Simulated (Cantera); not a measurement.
Cantera with NASA thermochemical tables; ideal gases at 1 bar, condensed phases pure. Values are per mole of reaction as written; species without (g) are pure solids or liquids, kept so even where they would boil at 1 bar.

a) C + O₂(g) ⇌ CO₂(g)
b) 1.333 B + O₂(g) ⇌ 0.6667 B₂O₃(g)
c) 2 Pb + O₂(g) ⇌ 2 PbO(g)

Order these by ΔG° at 2023 K, most negative first.

b (-503 kJ), a (-396 kJ), c (-90 kJ)
